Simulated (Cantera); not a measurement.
**Ammonia decomposition in nitride growth gas**

An isothermal, constant-pressure homogeneous reactor starts with NH3 : N2 = 1 : 0.19 (molar parts), at 2250 K and 47000 Pa.

Model: the gas-phase N/H chemistry of the illustrative SiF4/NH3 mechanism in the Surface Chemkin manual (1991), integrated in Cantera. Walls and surfaces, which speed up NH3 decomposition in real reactors, are not modelled.

```tsv
t (s)	x NH3	x NH2	x H	x N2	x N2H2	x N
1.00e-5	0.839	0.000921	3.57e-6	0.160	6.46e-7	5.80e-9
3.32e-5	0.836	0.00272	7.00e-6	0.160	8.02e-6	6.74e-8
0.000110	0.823	0.00415	2.59e-5	0.161	2.13e-5	3.43e-7
0.000367	0.781	0.00376	7.73e-5	0.169	1.97e-5	1.12e-6
0.00122	0.662	0.00303	0.000215	0.191	1.48e-5	2.68e-6
0.00405	0.409	0.00203	0.000562	0.239	7.35e-6	4.21e-6
0.0135	0.113	0.000836	0.00140	0.294	1.57e-6	5.09e-6
0.0447	0.00197	5.47e-5	0.00603	0.314	1.92e-8	5.23e-6
0.149	3.63e-5	1.51e-6	0.00897	0.314	2.09e-11	3.23e-7
0.494	8.11e-6	3.37e-7	0.00897	0.314	2.14e-12	7.21e-8
1.64	2.80e-6	1.16e-7	0.00897	0.314	1.27e-12	2.49e-8
5.45	2.05e-6	8.51e-8	0.00897	0.314	1.21e-12	1.82e-8
18.1	2.04e-6	8.48e-8	0.00897	0.314	1.21e-12	1.82e-8
60.2	2.04e-6	8.48e-8	0.00897	0.314	1.21e-12	1.82e-8
200	2.04e-6	8.48e-8	0.00897	0.314	1.21e-12	1.82e-8
```
x: mole fraction; the columns are a selection and need not sum to one.

Equilibrium at this temperature and pressure: NH3 2.04e-6, NH2 8.48e-8, H 0.00897, N2 0.314, N2H2 1.21e-12, N 1.82e-8 (gas phase only).
